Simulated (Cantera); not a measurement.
Cantera run:

```python
import numpy as np
import cantera as ct

gas_names = [...]  # 109 gases of nasa_gas.yaml made of C, Cl, H, Si
cond_names = """
    C(gr) C6H6(L) C7H8(L) C8H18(L),n-octa Si(cr) Si(L) SiC(b)
""".split()


# ... load() reads the species with a 1 bar reference pressure and builds the phases ...
atoms = {
    'Si(CH3)4': {'Si': 1, 'C': 4, 'H': 12},
    'HCl': {'H': 1, 'CL': 1},
    'H2': {'H': 2},
}
top_T = {'C(gr)': 4500, 'SiC(b)': 3050}  # K; cautious upper limits of use, not melting points


# ... equilibrate(T, P, feed) seeds the gas with the atoms and calls Mixture.equilibrate('TP', solver="vcs", rtol=1e-11, max_steps=5000) ...
results = []
feed = {'Si(CH3)4': 1, 'HCl': 0.058, 'H2': 180}  # mol
P = 530  # Pa
for T in [1098, 1198, 1298, 1398, 1498, 1598, 1698, 1798, 1898, 1998, 2098]:
    mix = equilibrate(T, P, feed)
    results.append((T, P, feed, dict(zip(mix.species_names, mix.species_moles))))
    x = sorted(zip(gas.X, gas.species_names), reverse=True)
    print(f"T = {T:g} K  P = {P:g} Pa  gas = {mix.phase_moles(0):.4g} mol")
    print("   x: " + "  ".join(f"{s} {v:.3e}" for v, s in x if v > 1e-05))
    print("   condensed (mol): " + ("  ".join(f"{mix.phase(i).name} {mix.phase_moles(i):.4g}"
          for i in range(1, mix.n_phases) if mix.phase_moles(i) > 1e-12) or "none"))
```

Result:

```
T = 1098 K  P = 530 Pa  gas = 186 mol
   x: H2 9.995e-01  HCL 3.118e-04  CH4 1.935e-04
   condensed (mol): C(gr) 2.964  SiC(b) 1
T = 1198 K  P = 530 Pa  gas = 186 mol
   x: H2 9.996e-01  HCL 3.118e-04  CH4 8.493e-05
   condensed (mol): C(gr) 2.984  SiC(b) 1
T = 1298 K  P = 530 Pa  gas = 186.1 mol
   x: H2 9.996e-01  HCL 3.117e-04  CH4 4.219e-05  H 1.472e-05
   condensed (mol): C(gr) 2.992  SiC(b) 1
T = 1398 K  P = 530 Pa  gas = 186.1 mol
   x: H2 9.996e-01  HCL 3.117e-04  H 6.498e-05  CH4 2.313e-05
   condensed (mol): C(gr) 2.995  SiC(b) 1
T = 1498 K  P = 530 Pa  gas = 186.1 mol
   x: H2 9.994e-01  HCL 3.116e-04  H 2.360e-04  CH4 1.374e-05
   condensed (mol): C(gr) 2.994  SiC(b) 1
T = 1598 K  P = 530 Pa  gas = 186.1 mol
   x: H2 9.989e-01  H 7.308e-04  HCL 3.114e-04  C2H2,acetylene 2.691e-05
   condensed (mol): C(gr) 2.988  SiC(b) 0.9999
T = 1698 K  P = 530 Pa  gas = 186.2 mol
   x: H2 9.976e-01  H 1.984e-03  HCL 3.109e-04  C2H2,acetylene 7.189e-05
   condensed (mol): C(gr) 2.973  SiC(b) 0.9996
T = 1798 K  P = 530 Pa  gas = 186.5 mol
   x: H2 9.947e-01  H 4.823e-03  HCL 3.098e-04  C2H2,acetylene 1.716e-04  Si 1.389e-05
   condensed (mol): C(gr) 2.938  SiC(b) 0.997
T = 1898 K  P = 530 Pa  gas = 187.1 mol
   x: H2 9.885e-01  H 1.068e-02  C2H2,acetylene 3.719e-04  HCL 3.074e-04  Si 8.539e-05
   condensed (mol): C(gr) 2.877  SiC(b) 0.9816
T = 1998 K  P = 530 Pa  gas = 188.2 mol
   x: H2 9.767e-01  H 2.178e-02  C2H2,acetylene 7.404e-04  Si 4.367e-04  HCL 3.028e-04  SiH 2.142e-05  SiC2 1.791e-05  Si2C 1.187e-05
   condensed (mol): C(gr) 2.807  SiC(b) 0.9047
T = 2098 K  P = 530 Pa  gas = 190.4 mol
   x: H2 9.548e-01  H 4.130e-02  Si 1.908e-03  C2H2,acetylene 1.363e-03  HCL 2.944e-04  SiC2 1.219e-04  Si2C 7.748e-05  SiH 7.396e-05  SiH2 1.335e-05
   condensed (mol): C(gr) 2.852  SiC(b) 0.5664
```

Method: chemical equilibrium by Gibbs-energy minimisation in Cantera with the NASA 1993 tables (ideal gas, pure condensed phases). Gases not in the tables: Si2H6 and higher silanes.
